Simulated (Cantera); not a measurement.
## Equilibrium for nitride etching: BN + Cl2 + N2

Feed: 1 mol BN, 1.3 mol Cl2, 0.39 mol N2.

Cantera equilibrium calculation (NASA polynomials, part measured and part estimated; ideal gas, pure solids and liquids). Candidate condensed phases: B, BN; 10 gas species. The tables' values for BCl2 are old estimates. Kinetics and transport are ignored.

### Question
Map the stable condensed phases over T = 1023, 1123, 1223, 1323, 1423, 1523, 1623, 1723, 1823, 1923 K and P in Pa = 1, 3.6, 13, 46, 170, 600, 2200, 7700, 28000, 100000.

### Answer
```
T in K \ P in Pa
              1    3.6     13     46    170    600   2200   7700  28000 100000
   1923       A      A      A      A      A      A      B      B      B      B
   1823       A      A      A      A      B      B      B      B      B      B
   1723       A      A      A      B      B      B      B      B      B      B
   1623       A      B      B      B      B      B      B      B      B      B
   1523       B      B      B      B      B      B      B      B      B      B
   1423       B      B      B      B      B      B      B      B      B      B
   1323       B      B      B      B      B      B      B      B      B      B
   1223       B      B      B      B      B      B      B      B      B      B
   1123       B      B      B      B      B      B      B      B      B      B
   1023       B      B      B      B      B      B      B      B      B      B
```
A: gas only; B: BN.
